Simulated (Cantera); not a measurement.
Cantera run, input and output.

```python
import numpy as np
import cantera as ct

gas = ct.Solution("gri30.yaml")
gas.TPX = 1525, 2666, {'C3H8': 1, 'H2': 1.5, 'N2': 0.0082}
reactor = ct.IdealGasConstPressureReactor(gas, energy="off", clone=False)
net = ct.ReactorNet([reactor])
net.rtol, net.atol = 1e-08, 1e-18
show = ['C3H8', 'H2', 'CH3', 'C2H', 'H', 'CH2']
times = np.geomspace(2e-05, 4, 15)

steps = ct.SolutionArray(gas, extra=["t"])
rows = []
print(f"{'t/s':>10s}{'T/K':>9s}{'P/Pa':>11s}" + "".join(f"{s:>11s}" for s in show))
for t in times:
    while net.time < t:
        t_next = net.step()
        steps.append(gas.state, t=t_next)
    rows.append([np.interp(t, steps.t, y) for y in (steps.T, steps.P, *steps(*show).X.T)])
    print(f"{t:10.3e}{rows[-1][0]:9.1f}{rows[-1][1]:11.4g}" + "".join(f"{x:11.3e}" for x in rows[-1][2:]))
rate = np.gradient(steps.T, steps.t)
print("integrator steps:", len(steps.t))
if steps.T.max() > steps.T[0] + 200:
    print(f"time of steepest temperature rise: {steps.t[rate.argmax()]:.4e} s")
gas.TPX = 1525, 2666, {'C3H8': 1, 'H2': 1.5, 'N2': 0.0082}
gas.equilibrate("TP")
print(f"equilibrium (TP): T = {gas.T:.1f} K  " + "  ".join(f"{s} {gas[s].X[0]:.3e}" for s in show))
```

Output:

```
       t/s      T/K       P/Pa       C3H8         H2        CH3        C2H          H        CH2
 2.000e-05   1525.0       2666  3.900e-01  5.949e-01  4.914e-03  8.827e-14  1.266e-04  4.539e-07
 4.783e-05   1525.0       2666  3.704e-01  5.880e-01  1.354e-02  8.127e-12  2.600e-04  4.047e-06
 1.144e-04   1525.0       2666  3.059e-01  5.654e-01  2.846e-02  5.279e-10  5.293e-04  1.131e-05
 2.735e-04   1525.0       2666  1.576e-01  5.172e-01  3.281e-02  1.585e-08  8.886e-04  1.357e-05
 6.540e-04   1525.0       2666  2.645e-02  4.824e-01  1.696e-02  1.280e-07  1.032e-03  7.094e-06
 1.564e-03   1525.0       2666  1.227e-03  4.950e-01  4.970e-03  1.582e-07  5.267e-04  1.729e-06
 3.740e-03   1525.0       2666  3.115e-05  5.135e-01  1.775e-03  9.180e-08  2.155e-04  3.913e-07
 8.944e-03   1525.0       2666  3.592e-07  5.288e-01  7.933e-04  5.373e-08  1.025e-04  1.028e-07
 2.139e-02   1525.0       2666  3.496e-08  5.431e-01  4.078e-04  3.414e-08  5.561e-05  3.152e-08
 5.115e-02   1525.0       2666  1.310e-08  5.587e-01  2.945e-04  3.016e-08  4.264e-05  1.758e-08
 1.223e-01   1525.0       2666  9.617e-09  5.768e-01  3.178e-04  3.995e-08  4.957e-05  2.094e-08
 2.925e-01   1525.0       2666  9.680e-09  5.898e-01  3.626e-04  5.191e-08  6.073e-05  2.799e-08
 6.995e-01   1525.0       2666  8.236e-09  6.006e-01  3.471e-04  5.476e-08  6.407e-05  2.778e-08
 1.673e+00   1525.0       2666  5.499e-09  6.206e-01  3.042e-04  5.849e-08  6.896e-05  2.555e-08
 4.000e+00   1525.0       2666  2.447e-09  6.519e-01  2.329e-04  6.620e-08  7.891e-05  2.167e-08
integrator steps: 1194
equilibrium (TP): T = 1525.0 K  C3H8 1.173e-11  H2 7.215e-01  CH3 1.914e-05  C2H 1.012e-07  H 1.239e-04  CH2 2.811e-09
```

Detailed kinetics in Cantera: GRI-Mech 3.0 (53 species, 325 reactions). GRI-Mech 3.0 was tuned for natural gas; its chemistry of propane as a main component is partial and can be far from experiment. GRI-Mech 3.0 stops at C3 and has no aromatics, soot or wall deposition, so with more carbon than oxygen in the feed, carbon stays in small species such as C2H2 where larger ones or solid carbon would form. Radical loss at walls, strong at low pressure, is not modelled.
